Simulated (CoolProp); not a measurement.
Vapour pressure (MPa) of nitrogen: the reference equation beside estimates from Tc = 126.2 K, pc = 3.396 MPa, ω = 0.037.

The numbers come from the reference Helmholtz-energy equation of state, Span 2000 in CoolProp.

```json
[
 {"T (K)": "97.6", "reference": "0.6564", "van der Waals": "1.111", "Redlich-Kwong": "0.6535"},
 {"T (K)": "99.5", "reference": "0.7516", "van der Waals": "1.217", "Redlich-Kwong": "0.7526"},
 {"T (K)": "101.3", "reference": "0.8507", "van der Waals": "1.323", "Redlich-Kwong": "0.8557"},
 {"T (K)": "103.1", "reference": "0.9588", "van der Waals": "1.434", "Redlich-Kwong": "0.9681"},
 {"T (K)": "105", "reference": "1.083", "van der Waals": "1.557", "Redlich-Kwong": "1.097"},
 {"T (K)": "106.8", "reference": "1.212", "van der Waals": "1.681", "Redlich-Kwong": "1.230"},
 {"T (K)": "108.7", "reference": "1.358", "van der Waals": "1.817", "Redlich-Kwong": "1.382"},
 {"T (K)": "110.5", "reference": "1.509", "van der Waals": "1.952", "Redlich-Kwong": "1.536"},
 {"T (K)": "112.3", "reference": "1.671", "van der Waals": "2.093", "Redlich-Kwong": "1.702"},
 {"T (K)": "114.2", "reference": "1.855", "van der Waals": "2.249", "Redlich-Kwong": "1.890"},
 {"T (K)": "116", "reference": "2.043", "van der Waals": "2.403", "Redlich-Kwong": "2.080"},
 {"T (K)": "117.8", "reference": "2.245", "van der Waals": "2.564", "Redlich-Kwong": "2.282"},
 {"T (K)": "119.7", "reference": "2.473", "van der Waals": "2.740", "Redlich-Kwong": "2.509"},
 {"T (K)": "121.5", "reference": "2.705", "van der Waals": "2.913", "Redlich-Kwong": "2.738"},
 {"T (K)": "123.3", "reference": "2.954", "van der Waals": "3.093", "Redlich-Kwong": "2.979"}
]
```

Absolute difference from the reference over all 15 rows, mean and median: van der Waals 32.2 and 29.4 %, Redlich-Kwong 1.3 and 1.5 %.
